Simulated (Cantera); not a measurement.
An isothermal, constant-pressure homogeneous reactor starts with 43.5 % N2O, 56.5 % O2, at 1425 K and 4.20 Torr.

Model: GRI-Mech 3.0 (53 species, 325 reactions), integrated in Cantera. GRI-Mech 3.0 was tuned for natural gas; its chemistry of N2O as a main component is partial and can be far from experiment. Radical loss at walls, strong at low pressure, is not modelled. The temperature is held fixed by assumption; the heat of reaction is taken as removed at once.

One state of this run: x N2O = 0.378; x O2 = 0.570; x O = 3.36e-5; x NO = 0.00985; x N2 = 0.0421; x NO2 = 3.23e-6. x: mole fraction; the columns are a selection and need not sum to one.

Which value of t (s) does it belong to?
(A) 0.0126
(B) 0.949
(C) 0.169
(D) 0.00225

B, 0.949
